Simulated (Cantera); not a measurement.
Feed: 1 mol SiHCl₃, 0.5 mol C₃H₈, 1.2 mol H₂, held at 998 K and 0.420 bar.

These are equilibrium values from Cantera (NASA tables, ideal gas, pure condensed phases), not measurements of a reactor. Candidate condensed phases: C, C₆H₆, C₇H₈, C₈H₁₈, Si, SiC; 109 gas species. The tables' values for SiCl₃ are old estimates; treat these amounts as uncertain. Equilibrium is a limit: real reactors are often held back by kinetics, nucleation or transport.

Base state: H₂ 0.734, SiCl₄ 0.138, HCl 0.0981, CH₄ 0.0221, SiHCl₃ 0.00717, SiCl₃ 0.000219, SiH₂Cl₂ 4.00e-5 (mole fractions); condensed: C(graphite) + SiC(s).

**Question.** What changes in the equilibrium state with this change: pressure from 0.420 bar to 0.260 bar?

**Answer.** 
| species | before | after |
|---|---|---|
| H₂ | 0.734 | 0.736 |
| SiCl₄ | 0.138 | 0.134 |
| HCl | 0.0981 | 0.110 |
| CH₄ | 0.0221 | 0.0137 |
| SiH₂Cl₂ | 4.00e-5 | 3.11e-5 |
| SiCl₂ | 8.50e-6 | 1.06e-5 |
| C(graphite), mol | 1.05 | 1.07 |
| SiC(s), mol | 0.351 | 0.366 |

**Question.** What changes in the equilibrium state with this change: SiHCl₃ replaced by SiCl₄?

**Answer.** 
```json
[
 {"species": "H₂", "before": "0.734", "after": "0.665"},
 {"species": "SiCl₄", "before": "0.138", "after": "0.204"},
 {"species": "HCl", "before": "0.0981", "after": "0.103"},
 {"species": "CH₄", "before": "0.0221", "after": "0.0181"},
 {"species": "SiCl₃", "before": "0.000219", "after": "0.000293"},
 {"species": "SiHCl₃", "before": "0.00717", "after": "0.00914"},
 {"species": "SiCl₂", "before": "8.50e-6", "after": "1.03e-5"},
 {"species": "C(graphite), mol", "before": "1.05", "after": "1.32"},
 {"species": "SiC(s), mol", "before": "0.351", "after": "0.0986"}
]
```

**Question.** What changes in the equilibrium state with this change: temperature from 998 K to 1823 K?

**Answer.** 
```tsv
species	before	after
H₂	0.734	0.479
HCl	0.0981	0.472
SiCl₂	8.50e-6	0.0372
SiCl₄	0.138	0.00234
CH₄	0.0221	6.88e-5
Cl	<1e-9	0.000348
H	2.84e-9	0.000463
C(graphite), mol	1.05	0.745
SiC(s), mol	0.351	0.753
```
